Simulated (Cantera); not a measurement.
What does this Cantera script print?

```python
import numpy as np
import cantera as ct

gas_names = """
    C CH CH2 CH3 CH2OH CH3O CH4 CH3OH CN CO CO2 COOH C2 C2H CHCO,ketyl C2H2,acetylene C2H2,vinylidene
    CH2CO,ketene C2H3,vinyl CH3CN CH3CO,acetyl C2H4 C2H4O,ethylen CH3CHO,ethanal CH3COOH (HCOOH)2 C2H5
    C2H6 CH3OCH3 C2H5OH CCN CNC C2N2 C2O C3 C3H3,propargyl C3H4,allene C3H4,propyne C3H4,cyclo-
    C3H5,allyl C3H6,propylene C3H6,cyclo- C3H6O C3H7,n-propyl C3H7,i-propyl C3H8 C3H8O,1propanol
    C3H8O,2propanol C3O2 C4 C4H2 C4H4,1,3-cyclo- C4H6,butadiene C4H6,2-butyne C4H6,cyclo- C4H8,1-butene
    C4H8,cis2-buten C4H8,tr2-butene C4H8,isobutene C4H8,cyclo- (CH3COOH)2 C4H9,n-butyl C4H9,i-butyl
    C4H9,s-butyl C4H9,t-butyl C4H10,isobutane C4H10,n-butane C4N2 C5 C5H6,1,3cyclo- C5H8,cyclo-
    C5H10,1-pentene C5H10,cyclo- C5H11,pentyl C5H11,t-pentyl C5H12,n-pentane C5H12,i-pentane
    CH3C(CH3)2CH3 C6H2 C6H5,phenyl C6H5O,phenoxy C6H6 C6H5OH,phenol C6H10,cyclo- C6H12,1-hexene
    C6H12,cyclo- C6H13,n-hexyl C7H7,benzyl C7H8 C7H8O,cresol C7H14,1-heptene C7H15,n-heptyl
    C7H16,n-heptane C8H8,styrene C8H10,ethylbenz C8H16,1-octene C8H17,n-octyl C8H18,isooctane
    C8H18,n-octane C9H19,n-nonyl C10H8,naphthale C10H21,n-decyl C12H9,o-bipheny C12H10,bipheny H HCN HCO
    HCCN HNC HNCO HNO HNO2 HNO3 HO2 H2 HCHO,formaldehy HCOOH H2O H2O2 N NCO NH NH2 NH3 NH2OH NO NO2 NO3
    N2 N2H2 N2H4 N2O O OH O2 O3 Si SiC SiC2 SiC4H12 SiH SiH2 SiH3 SiH4 SiN SiO SiO2 Si2 Si2C Si2N Si3
""".split()
cond_names = """
    C(gr) C6H6(L) C7H8(L) C8H18(L),n-octa H2O(s) H2O(L) Si(cr) Si(L) SiC(b) SiO2(Lqz) SiO2(hqz) SiO2(L)
    Si2N2O(s) Si3N4(a)
""".split()


def load(file, names, dense=False):
    # The tables refer to 1 bar. Condensed volumes are neglected.
    table = {s.name: s for s in ct.Species.list_from_file(file)}
    out = []
    for n in names:
        d = dict(table[n].input_data)
        d["thermo"] = dict(d["thermo"], **{"reference-pressure": 1e5})
        if dense:
            d["equation-of-state"] = {"model": "constant-volume", "density": "1e6 g/cm^3"}
        out.append(ct.Species.from_dict(d))
    return out


gas = ct.Solution(thermo="ideal-gas", species=load("nasa_gas.yaml", gas_names))
cond = {s.name: ct.Solution(thermo="fixed-stoichiometry", species=[s], name=s.name)
        for s in load("nasa_condensed.yaml", cond_names, dense=True)}
atoms = {
    'Si3N4': {'Si': 3, 'N': 4},
    'CO2': {'C': 1, 'O': 2},
    'H2': {'H': 2},
}
top_T = {'C(gr)': 4500, 'SiC(b)': 3050, 'Si2N2O(s)': 2100, 'Si3N4(a)': 2400}  # K; cautious upper limits of use, not melting points


def equilibrate(T, P, feed):
    n = {}
    for name, mol in feed.items():
        for a, k in atoms[name].items():
            n[a] = n.get(a, 0.0) + k * mol
    gas.TPX = T, P, n
    mass = sum(n.values()) * gas.mean_molecular_weight
    gas.equilibrate("TP")
    valid = [c for c in cond.values() if c.min_temp <= T <= top_T.get(c.name, c.max_temp)]
    mix = ct.Mixture([(gas, mass / gas.mean_molecular_weight)] + [(c, 0.0) for c in valid])
    mix.T, mix.P = T, P
    mix.equilibrate("TP", solver="vcs", rtol=1e-11, max_steps=5000)
    return mix


results = []
feed = {'Si3N4': 1, 'CO2': 0.018, 'H2': 1.4}  # mol
P = 0.24  # Pa
for T in [900, 1000, 1100, 1200, 1300, 1400, 1500, 1600, 1700, 1800, 1900, 2000, 2100, 2200]:
    mix = equilibrate(T, P, feed)
    results.append((T, P, feed, dict(zip(mix.species_names, mix.species_moles))))

top = {s: max(r[3][s] / sum(r[3][g] for g in gas_names) for r in results) for s in gas_names}
cols = sorted((s for s in top if top[s] > 1e-06), key=lambda s: -top[s])[:5]
seen = [c for c in cond_names if any(r[3].get(c, 0) > 1e-12 for r in results)]
print("log10 of partial pressures in bar; condensed amounts in mol")
print(f"{'T/K':>10s}" + "".join(f"{s[:9]:>10s}" for s in cols + seen))
for T, P, feed, n in results:
    ng = sum(n[g] for g in gas_names)
    print(f"{T:10.4g}" + "".join(f"{np.log10(max(n[s] / ng * P / 1e5, 1e-99)):10.3f}" for s in cols)
          + "".join(f"{n.get(c, 0):10.4g}" for c in seen))
```

It prints:

```
log10 of partial pressures in bar; condensed amounts in mol
       T/K        H2        N2        Si         H       SiO    Si(cr)     Si(L)    SiC(b) Si2N2O(s)  Si3N4(a)
       900    -5.627    -7.393   -22.059   -12.746   -18.599         0         0     0.018     0.036      0.97
      1000    -5.627    -7.393   -18.014   -11.458   -15.187         0         0     0.018     0.036      0.97
      1100    -5.627    -7.393   -14.709   -10.401   -12.405         0         0     0.018     0.036      0.97
      1200    -5.627    -7.393   -11.959    -9.518   -10.093         0         0     0.018   0.03595      0.97
      1300    -5.722    -6.303   -10.364    -8.817    -8.507    0.5134         0   0.01797   0.03368    0.7997
      1400    -6.011    -5.855    -9.085    -8.319    -7.608     2.946         0   0.01735         0         0
      1500    -6.017    -5.858    -7.978    -7.763    -7.615     2.933         0   0.01701         0         0
      1600    -6.045    -5.878    -7.011    -7.287    -7.639     2.799         0   0.01618         0         0
      1700    -6.210    -6.017    -6.168    -6.937    -7.784         0      1.51  0.007568         0         0
      1800    -6.410    -6.145    -5.978    -6.651    -8.001         0         0         0         0         0
      1900    -6.566    -6.165    -5.993    -6.383    -8.172         0         0         0         0         0
      2000    -6.837    -6.186    -6.013    -6.207    -8.227         0         0         0         0         0
      2100    -7.224    -6.201    -6.028    -6.118    -8.246         0         0         0         0         0
      2200    -7.669    -6.208    -6.035    -6.084    -8.253         0         0         0         0         0
```

Equilibrium computed with Cantera from the NASA thermochemical tables; the gas is ideal and each condensed phase is pure. Mutual solubility and eutectic melting of coexisting phases are not modelled. The tables' values for SiN are old estimates; treat these amounts as uncertain.
